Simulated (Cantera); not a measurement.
Source: NASA polynomial tables (part measured, part estimated), evaluated in Cantera. Values are per mole of reaction as written; species without (g) are pure solids or liquids, kept so even where they would boil at 1 bar.

Between 300 and 525 K, where is each reaction favourable under standard conditions?
- Cu + 2 H2O(g) ⇌ Cu(OH)2 + H2(g)


- Cu + 2 H2O(g) ⇌ Cu(OH)2 + H2(g): ΔG° is 85 kJ at 300 K and 121 kJ at 525 K; it stays positive (K < 1). ΔH° is 41 kJ and ΔS° -152 J/K at 525 K.
